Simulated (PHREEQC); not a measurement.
1 kg of water holding 0.014 mol KCl, 0.0078 mol NaCl, 0.0078 mol SrCl2, 0.0037 mol CaCl2 and 0.22 mol MgCl2 is evaporated at 25 °C; the solids stay in contact with the brine. CO2 from the air is kept out. Solids allowed: Bischofite, Brucite, Carnallite, Halite, Portlandite, Sylvite, MgCl2_4H2O. Others were left out.

The numbers come from PHREEQC with the Pitzer model, pitzer.dat.

```
water left (kg)  ionic strength  water activity  Bischofite (mol)  Carnallite (mol)  Halite (mol)
---------------  --------------  --------------  ----------------  ----------------  ------------
1                         0.716           0.988                 0                 0             0
0.8219                    0.872           0.986                 0                 0             0
0.6755                     1.06           0.982                 0                 0             0
0.5552                     1.29           0.978                 0                 0             0
0.4563                     1.57           0.973                 0                 0             0
0.375                      1.91           0.966                 0                 0             0
0.3082                     2.32           0.957                 0                 0             0
0.2533                      [?]           0.945                 0                 0             0
0.2082                     3.44           0.929                 0                 0             0
0.1711                     4.19           0.908                 0                 0             0
0.1407                     5.09           0.879                 0                 0             0
0.1156                      [?]           0.839                 0                 0             0
0.09502                    7.54           0.786                 0                 0             0
0.07809                    9.17           0.714                 0                 0             0
0.06418                    11.2           0.620                 0                 0             0
0.05275                    13.6           0.505                 0                 0             0
0.04211                    15.9           0.395                 0               [?]       0.00126
0.0296                     17.9           0.312            0.0423            0.0135       0.00568
```

Complete the blanks.


- 0.2533, ionic strength: 2.83
- 0.1156, ionic strength: 6.20
- 0.04211, Carnallite (mol): 0.0114
